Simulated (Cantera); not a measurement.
Mixture: CH4 : CO : O2 : N2 = 1 : 0.082 : 2.52 : 6.8 (molar parts), at 10.0 bar, adiabatic and at constant volume. Ignition delay is the time to a rise of 400 K.

Model: GRI-Mech 3.0 (53 species, 325 reactions), integrated in Cantera.

Task: What does this change do: CH4 1 to 0.74 parts?

Result: 
```tsv
quantity	before	after
delay at 1273 K	1.38 ms	1.22 ms
delay at 1473 K	0.161 ms	0.146 ms
delay at 1673 K	28.5 µs	27.1 µs
delay at 1873 K	7.30 µs	7.31 µs
apparent activation energy between 1773 and 1973 K	170 kJ/mol	170 kJ/mol
```
